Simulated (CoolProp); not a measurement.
Saturation properties of C3F8 (R218).

Values from CoolProp's reference Helmholtz-energy equation of state, Lemmon 2006. It is a short technical equation, of lower accuracy than the large ones.

```csv
T (K),p (kPa),liquid cp (kJ/(kg K)),vapour Z,surface tension (mN/m),liquid viscosity (µPa s),liquid conductivity (mW/(m K))
237.1,104.8,0.9767,0.9455,…,430,61.8
243.2,136.7,0.9908,0.9348,9.70,390,60.2
249.3,175.6,1.006,0.9228,9.00,353,58.5
255.4,…,1.021,0.9095,8.30,321,56.8
261.6,279.6,1.038,0.8944,7.60,292,55.1
267.7,345.9,1.056,0.8779,6.93,266,53.5
273.8,423.3,1.075,0.8598,6.27,243,51.8
279.9,513.1,1.096,0.8399,5.62,221,50.1
286,616.4,1.119,…,4.98,…,48.5
292.1,734.5,1.145,0.7939,4.36,184,46.9
298.3,871.0,1.176,0.7668,3.74,167,45.2
304.4,1023,1.213,0.7373,3.15,151,43.7
310.5,1194,1.260,0.7043,2.58,136,42.1
316.6,…,1.321,0.6671,…,122,40.7
322.7,1601,1.411,0.6244,1.51,109,39.2
```

Question: Some entries are withheld; supply them.

Answer: 
- 237.1, surface tension (mN/m): 10.4
- 255.4, p (kPa): 222.6
- 286, vapour Z: 0.8180
- 286, liquid viscosity (µPa s): 202
- 316.6, p (kPa): 1386
- 316.6, surface tension (mN/m): 2.04

It boils at 236.4 K under 1 atm.

Viscosity comes from a separate model (Huber 2003), an estimate that may be off by 10 % or more. Thermal conductivity comes from a separate model (Huber 2003), an estimate that may be off by 10 % or more. Surface tension comes from a separate correlation (Mulero 2012).
